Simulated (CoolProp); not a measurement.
The numbers come from the reference Helmholtz-energy equation of state, Lemmon 2016 in CoolProp.

Q: For R365MFC, give the phase and the speed of sound (m/s) at 485.9 K and 0.803 bar.

A: 
- 485.9 K and 0.803 bar: gas; speed of sound 168
